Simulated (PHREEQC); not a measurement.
Dissolve 2.9 mmol/kgw Fe2(SO4)3 at 30 °C. Closed to the air; pH follows from the charge balance.

Model: ion-association model, phreeqc.dat, run in PHREEQC.

Q: The ionic strength comes out as 0.0157 mol/kgw. What activity coefficients do Fe(SO4)2-, SO4-2, FeHSO4+2, Fe3(OH)4+5, FeOH+2 get?

A: Fe(SO4)2- 0.88, SO4-2 0.61, FeHSO4+2 0.60, Fe3(OH)4+5 0.043, FeOH+2 0.61.

No solid was allowed to form. The solution is supersaturated, for example in Hematite (slow to form), Goethite (slow to form), so a real one may precipitate; this is no full list.
